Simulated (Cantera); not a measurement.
What does this Cantera script print?

```python
import numpy as np
import cantera as ct

gas = ct.Solution("gri30.yaml")
gas.TPX = 3000, 1333, {'CH4': 0.016, 'H2': 1, 'CO2': 0.014}
inlet = ct.Reservoir(gas, clone=True)

reactor = ct.IdealGasConstPressureReactor(gas, energy="off", clone=False)
exhaust = ct.Reservoir(gas, clone=True)
tau = [16, 3.7, 0.83, 0.19, 0.043, 0.0097, 0.0022][0]
for a, b in ((inlet, reactor), (reactor, exhaust)):
    ct.MassFlowController(a, b, mdot=lambda t: reactor.mass / tau)
net = ct.ReactorNet([reactor])
show = ['CH4', 'H2', 'CO2', 'CH2', 'C2H6', 'HCO']

rows = []
print(f"{'tau/s':>10s}{'T/K':>9s}" + "".join(f"{s:>11s}" for s in show))
for tau in [16, 3.7, 0.83, 0.19, 0.043, 0.0097, 0.0022]:
    net.initial_time = 0.0
    net.advance(30 * tau)
    before = gas.X
    net.advance(40 * tau)
    drift = np.max(np.abs(gas.X - before) / (gas.X + 1e-9))
    rows.append([gas.T, *gas[show].X, drift])
    print(f"{tau:10.3e}{gas.T:9.1f}" + "".join(f"{x:11.3e}" for x in gas[show].X))
```

It prints:

```
     tau/s      T/K        CH4         H2        CO2        CH2       C2H6        HCO
 1.600e+01   3000.0  1.078e-08  2.738e-01  7.687e-09  2.001e-06  2.159e-17  1.271e-08
 3.700e+00   3000.0  1.712e-08  2.909e-01  3.468e-08  2.489e-06  4.422e-17  1.391e-08
 8.300e-01   3000.0  6.376e-08  3.565e-01  1.843e-07  4.765e-06  4.361e-16  1.929e-08
 1.900e-01   3000.0  8.629e-07  5.296e-01  1.351e-06  1.613e-05  5.413e-14  4.255e-08
 4.300e-02   3000.0  3.023e-05  7.637e-01  1.556e-05  6.342e-05  3.652e-11  1.507e-07
 9.700e-03   3000.0  3.918e-04  8.711e-01  1.299e-04  1.403e-04  3.367e-09  4.479e-07
 2.200e-03   3000.0  1.855e-03  9.052e-01  8.050e-04  2.260e-04  4.790e-08  8.561e-07
```

Model: GRI-Mech 3.0 (53 species, 325 reactions), integrated in Cantera. Radical loss at walls, strong at low pressure, is not modelled.
